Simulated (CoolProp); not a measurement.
Carbon monoxide along the isobar 7 MPa: Z from the reference equation and from simpler models built on Tc = 132.9 K, pc = 3.498 MPa, ω = 0.050; each cubic takes its own stable root.

The numbers come from the reference Helmholtz-energy equation of state, Lemmon 2006 in CoolProp. It is a short technical equation, of lower accuracy than the large ones.

```
T (K)          phase  reference
-----  -------------  ---------
117.6         liquid     0.3116
128.9         liquid     0.3200
140.3  supercritical     0.3555
151.6  supercritical     0.4694
162.9  supercritical     0.6179
174.2  supercritical     0.7171
185.5  supercritical     0.7843
196.8  supercritical     0.8328
```

### Question
How far does each simpler model (van der Waals, Redlich-Kwong, Soave-Redlich-Kwong, Peng-Robinson) lie from the reference over these 8 states: mean and median of the absolute difference, and the worst?

### Answer
- van der Waals: mean 15.7 %, median 7.4 %, worst +37.3 % at 117.6 K and 7 MPa
- Redlich-Kwong: mean 3.0 %, median 1.9 %, worst +8.2 % at 140.3 K and 7 MPa
- Soave-Redlich-Kwong: mean 4.3 %, median 3.1 %, worst +8.9 % at 140.3 K and 7 MPa
- Peng-Robinson: mean 3.2 %, median 2.6 %, worst -8.7 % at 117.6 K and 7 MPa
